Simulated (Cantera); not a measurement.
Input: 1 mol B2H6, 1.1 mol O2, equilibrated at 2373 K and 50.0 Pa.

Method: chemical equilibrium by Gibbs-energy minimisation in Cantera with the NASA 1993 tables (ideal gas, pure condensed phases). Candidate condensed phases: B, B2O3, B3O3H3, H2O; 23 gas species. The feed counts by its element totals alone. Rates play no part.

Base state: H 0.351, H2 0.316, BO 0.273, HBO 0.0231, HBO2 0.0149, B2O3 0.0114, BO2 0.00353, H2O 0.00336 (mole fractions); condensed: gas only.

What changes in the equilibrium state with this change: B2H6 replaced by BF3?


```
species    before    after
-------  --------  -------
F               0    0.427
BOF             0    0.213
O2        2.18e-6    0.150
H           0.351        0
H2          0.316        0
BF3             0   0.0787
HBO        0.0231        0
HBO2       0.0149        0
B2O3       0.0114  1.92e-8
BO          0.273  2.19e-5
O        0.000495    0.130
H2O       0.00336        0
B2O2      0.00289    <1e-9
BF2             0  0.00101
OH       0.000663        0
```
The tables' values for BF2 are old estimates; treat these amounts as uncertain.

What changes in the equilibrium state with this change: temperature from 2373 K to 1100 K?


```json
[
 {"species": "H2", "before": "0.316", "after": "0.999"},
 {"species": "HBO", "before": "0.0231", "after": "0.000400"},
 {"species": "B3O3H3", "before": "<1e-9", "after": "0.000147"},
 {"species": "H", "before": "0.351", "after": "1.16e-6"},
 {"species": "BO", "before": "0.273", "after": "2.52e-8"},
 {"species": "B2O3", "before": "0.0114", "after": "5.12e-7"},
 {"species": "HBO2", "before": "0.0149", "after": "2.77e-6"},
 {"species": "BO2", "before": "0.00353", "after": "<1e-9"},
 {"species": "OH", "before": "0.000663", "after": "<1e-9"},
 {"species": "B(s), mol", "before": "0", "after": "0.532"},
 {"species": "B2O3(l), mol", "before": "0", "after": "0.732"}
]
```
Mutual solubility and eutectic melting of coexisting phases are not modelled.

What changes in the equilibrium state with this change: temperature from 2373 K to 1425 K?


```tsv
species	before	after
H2	0.316	0.883
HBO	0.0231	0.0638
B2O2	0.00289	0.0425
H	0.351	0.000287
BO	0.273	0.000605
HBO2	0.0149	0.00134
B2O3	0.0114	0.00859
OH	0.000663	<1e-9
O	0.000495	<1e-9
BO2	0.00353	1.18e-8
B(s), mol	0	0.371
B2O3(l), mol	0	0.539
```
Mutual solubility and eutectic melting of coexisting phases are not modelled.
